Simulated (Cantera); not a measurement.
**Si₃N₄ + HF + N₂ + O₂ (nitride etching)**

A closed system holds: 1 mol Si₃N₄, 2.4 mol HF, 14 mol N₂, a varied amount of O₂, held at 1923.15 K and 7.50 Torr.

These are equilibrium values from Cantera (NASA tables, ideal gas, pure condensed phases), not measurements of a reactor. Candidate condensed phases: H₂O, Si, SiO₂, Si₂N₂O, Si₃N₄; 58 gas species. The tables' values for SiF₃, SiF₂ are old estimates; treat these amounts as uncertain. The tables hold silica as quartz up to 1696 K and as liquid above; real silica turns to tridymite and cristobalite and melts near 1996 K. Equilibrium is a limit: real reactors are often held back by kinetics, nucleation or transport.

| n(O₂) (mol) | x N₂ | x O₂ | x HF | x SiO | x H₂ | x SiF₄ | x NO | x SiF₃ | n SiO₂(condensed) |
|---|---|---|---|---|---|---|---|---|---|
| 1.6 | 0.783 | 8.83e-10 | 0.0679 | 0.109 | 0.0236 | 0.00831 | 3.97e-7 | 0.00482 | 0.477 |
| 1.8 | 0.797 | 1.22e-9 | 0.0719 | 0.0932 | 0.0226 | 0.00822 | 4.71e-7 | 0.00441 | 0.859 |
| 2.1 | 0.818 | 2.26e-9 | 0.0791 | 0.0684 | 0.0205 | 0.00788 | 6.49e-7 | 0.00366 | 1.42 |
| 2.4 | 0.839 | 5.61e-9 | 0.0885 | 0.0434 | 0.0172 | 0.00712 | 1.04e-6 | 0.00270 | 1.98 |
| 2.8 | 0.863 | 7.54e-8 | 0.108 | 0.0118 | 0.00873 | 0.00456 | 3.86e-6 | 0.00101 | 2.68 |
| 3.2 | 0.861 | 0.00985 | 0.122 | 3.28e-5 | 5.07e-5 | 0.00170 | 0.00139 | 2.53e-5 | 2.97 |
| 3.7 | 0.837 | 0.0350 | 0.119 | 1.74e-5 | 2.59e-5 | 0.00165 | 0.00259 | 1.81e-5 | 2.97 |
| 4.2 | 0.815 | 0.0591 | 0.116 | 1.34e-5 | 1.92e-5 | 0.00160 | 0.00332 | 1.55e-5 | 2.97 |
| 4.9 | 0.787 | 0.0910 | 0.112 | 1.08e-5 | 1.47e-5 | 0.00154 | 0.00404 | 1.35e-5 | 2.97 |
| 5.6 | 0.760 | 0.121 | 0.108 | 9.36e-6 | 1.22e-5 | 0.00148 | 0.00458 | 1.22e-5 | 2.97 |
| 6.5 | 0.728 | 0.156 | 0.104 | 8.22e-6 | 1.01e-5 | 0.00141 | 0.00510 | 1.10e-5 | 2.97 |
| 7.4 | 0.699 | 0.189 | 0.0998 | 7.47e-6 | 8.66e-6 | 0.00134 | 0.00550 | 1.01e-5 | 2.97 |
x: gas mole fraction; n: condensed amount in mol.

From 1.6 mol O₂ to 7.4 mol O₂ the condensed part is SiO₂(condensed). The main Si-bearing gas is SiO at 1.6 mol O₂ and SiF₄ at 7.4 mol O₂.
